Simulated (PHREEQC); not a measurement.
Solution (20 °C): 55 mmol/kgw HF, 110 mmol/kgw H2SiF6 and 40 mmol/kgw HBF4. Closed to the air; pH follows from the charge balance.

Computed with PHREEQC (ion-association model, phreeqc.dat).

Each row changes one thing in this solution. No solid was allowed to form.

| case | pH | ionic strength (mol/kgw) | HF (mol/kgw) | F- (mol/kgw) | BF3OH- (mol/kgw) | HF2- (mol/kgw) | SI of Quartz (SiO2) |
|---|---|---|---|---|---|---|---|
| as made | 0.69 | 0.370 | 0.0548 | 0.000327 | 0.000221 | 6.45e-5 | -3.13 |
| diluted 5-fold with water | 1.36 | 0.0740 | 0.0119 | 0.000258 | 0.000208 | 1.13e-5 | -0.76 |
| HBF4 from 0.04 to 0.044 mol/kgw | 0.69 | 0.374 | 0.0548 | 0.000323 | 0.000243 | 6.38e-5 | -3.12 |
| diluted 2-fold with water | 0.98 | 0.185 | 0.0276 | 0.000281 | 0.000228 | 2.83e-5 | -1.99 |

Species that the database lacks are ignored. SiF6-2 is the database's only silicon fluoride. Real BF4- forms and hydrolyses slowly; the run takes it at equilibrium.
